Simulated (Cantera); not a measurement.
A closed system holds: 1 mol SiC, 0.043 mol O₂, 16 mol N₂, at 180 Pa.

Method: chemical equilibrium by Gibbs-energy minimisation in Cantera with the NASA 1993 tables (ideal gas, pure condensed phases). Candidate condensed phases: C, Si, SiC, SiO₂, Si₂N₂O, Si₃N₄; 34 gas species. N₂ is the only nitrogen source here; it is nearly inert below about 1500 K, so the nitride shown seldom forms there in practice. Mutual solubility and eutectic melting of coexisting phases are not modelled. The tables' values for SiN are old estimates; treat these amounts as uncertain. Equilibrium is a limit: real reactors are often held back by kinetics, nucleation or transport.

x: gas mole fraction; n: condensed amount in mol.

```csv
T (K),x N₂,x CO,x SiO,x Si,x SiN,x Si₂C,n C(graphite),n SiC(s),n Si₂N₂O(s)
1325,0.999,0.000707,6.03e-7,1.76e-10,2.23e-11,<1e-12,0.138,0.851,0.0747
1375,0.996,0.00357,[?],[?],1.16e-10,<1e-12,0,0.943,0.0286
1425,0.996,0.00357,[?],[?],8.92e-10,[?],0,0.943,0.0283
1475,0.996,0.00353,0.000135,9.82e-8,5.96e-9,1.22e-10,0,0.943,0.0272
1525,0.996,0.00339,0.000544,7.23e-7,3.54e-8,1.34e-9,0,0.946,0.0228
1575,0.995,0.00293,0.00193,4.85e-6,1.95e-7,1.29e-8,0,0.953,0.00798
1625,0.995,0.00268,0.00266,1.83e-5,6.09e-7,6.88e-8,0,0.957,0
1675,0.995,0.00270,0.00265,5.22e-5,1.46e-6,2.71e-7,0,0.957,0
1725,0.995,0.00275,0.00260,0.000139,3.28e-6,9.71e-7,0,0.956,0
1775,0.994,0.00285,0.00249,0.000340,6.87e-6,3.16e-6,0,0.954,0
1825,0.994,0.00307,0.00227,0.000759,1.32e-5,9.19e-6,0,0.950,0
```

### Question
Fill in the missing entries.

### Answer

- 1375, x SiO: 5.94e-6
- 1375, x Si: 1.20e-9
- 1425, x SiO: 3.00e-5
- 1425, x Si: 1.17e-8
- 1425, x Si₂C: 9.56e-12
